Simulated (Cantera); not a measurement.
Hydrocarbon pyrolysis for carbon deposition

An isothermal, constant-pressure homogeneous reactor starts with 0.744 % C2H6, 99.3 % N2, at 1475 K and 0.0267 bar.

Cantera simulation using GRI-Mech 3.0 (53 species, 325 reactions); the numbers are that mechanism's predictions, not measurements. GRI-Mech 3.0 stops at C3 and has no aromatics, soot or wall deposition, so with more carbon than oxygen in the feed, carbon stays in small species such as C2H2 where larger ones or solid carbon would form. Radical loss at walls, strong at low pressure, is not modelled.

```csv
t (s),x C2H6,x CH2,x CH3,x CH4,x C2H2
6.00e-6,0.00744,<1e-12,4.94e-6,1.36e-9,<1e-12
2.54e-5,0.00743,2.28e-11,2.09e-5,2.44e-8,<1e-12
0.000108,0.00740,1.75e-9,8.79e-5,4.35e-7,7.94e-12
0.000456,0.00724,1.23e-7,0.000357,7.63e-6,5.32e-9
0.00193,0.00593,2.17e-6,0.00116,0.000122,1.39e-5
0.00818,0.00104,3.56e-6,0.000971,0.00104,0.00125
0.0346,1.13e-5,4.99e-7,0.000150,0.00132,0.00502
0.147,1.52e-6,6.56e-8,4.74e-5,0.00124,0.00643
0.621,3.42e-7,1.28e-8,1.99e-5,0.00118,0.00672
2.63,1.39e-7,5.17e-9,1.21e-5,0.00110,0.00678
11.1,9.33e-8,4.29e-9,9.98e-6,0.000904,0.00688
47.2,3.04e-8,2.69e-9,5.77e-6,0.000487,0.00709
200,3.10e-9,9.51e-10,1.87e-6,0.000145,0.00726
```
x: mole fraction; the columns are a selection and need not sum to one.

Equilibrium at this temperature and pressure: C2H6 <1e-12, CH2 1.03e-11, CH3 1.94e-8, CH4 1.45e-6, C2H2 0.000761 (gas phase only).
